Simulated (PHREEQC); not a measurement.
# Brine: an equilibrium model

Solution (25 °C): 3 mol/kgw NaCl, 0.54 mol/kgw Na2SO4 and 0.00011 mol/kgw H4SiO4. Closed to the air; pH follows from the charge balance.

Computed with PHREEQC (Pitzer model, pitzer.dat).

| Property | Value |
|---|---|
| pH | 6.64 |
| ionic strength | 4.62 mol/kgw |
| activity of water | 0.870 |
| density | 1.159 g/cm³ |
| osmotic coefficient | 1.016 |

| species | molality | activity | log γ |
|---|---|---|---|
| Na+ | 4.08 | 3.48 | -0.069 |
| Cl- | 3.00 | 1.76 | -0.232 |
| SO4-2 | 0.540 | 0.00796 | -1.832 |
| H4SiO4 | 0.000110 | 0.000159 | 0.161 |
| H3SiO4- | 4.33e-7 | 1.03e-7 | -0.622 |
| HSO4- | 4.08e-7 | 1.71e-7 | -0.376 |
| H+ | 1.17e-7 | 2.26e-7 | 0.288 |
| OH- | 9.14e-8 | 3.89e-8 | -0.371 |

This is a speciation only: nothing precipitates in the calculation. In brines, pH and single-ion activities rest on the MacInnes convention.
